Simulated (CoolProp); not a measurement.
Water at 293.15 K and 1.39 MPa flows at 0.8 m/s in a round tube of 25 mm bore and 15 µm roughness, fully developed (64/Re and Nu = 3.66 if laminar; Colebrook and Gnielinski if turbulent). Each further row changes one setting.

Values from CoolProp's reference Helmholtz-energy equation of state, Wagner 2002.

```
case              Reynolds number  Darcy friction factor  pressure drop (Pa/m)  heat-transfer coefficient (W/(m² K))  mass flow (kg/h)
----------------  ---------------  ---------------------  --------------------  ------------------------------------  ----------------
as stated                   20000                 0.0272                   347                                  3630              1410
velocity 1.6 m/s            39900                 0.0238                  1210                                  6810              2820
diameter 50 mm              39900                 0.0229                   146                                  3320              5650
```

Viscosity comes from a separate model (Huber 2009). Thermal conductivity comes from a separate model (Huber 2012).
